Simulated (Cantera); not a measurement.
Input: 1 mol MgCO3, 0.31 mol O2, 0.75 mol H2O, 0.19 mol SO2, at 1575 °C and 10000 Pa.

Cantera equilibrium calculation (NASA polynomials, part measured and part estimated; ideal gas, pure solids and liquids). Candidate condensed phases: C, C6H6, C7H8, C8H18, H2O, H2SO4, Mg, MgCO3, MgO, Mg(OH)2, MgS, MgSO4, S; 130 gas species. Kinetics and transport are ignored.

Base state: CO2 0.443, H2O 0.331, O2 0.138, SO2 0.0842, OH 0.00267, CO 0.00126, H2 0.000236, O 0.000222 (mole fractions); condensed: MgO(s).

**Question.** What changes in the equilibrium state with this change: temperature from 1575 °C to 1525 °C?

**Answer.** 
| species | before | after |
|---|---|---|
| CO2 | 0.443 | 0.443 |
| H2O | 0.331 | 0.332 |
| O2 | 0.138 | 0.137 |
| OH | 0.00267 | 0.00199 |
| SO2 | 0.0842 | 0.0842 |
| H | 2.58e-5 | 1.36e-5 |
| SO | 2.40e-5 | 1.39e-5 |
| CO | 0.00126 | 0.000762 |
| O | 0.000222 | 0.000140 |
| H2 | 0.000236 | 0.000150 |
| MgO(s), mol | 1.000 | 1.000 |
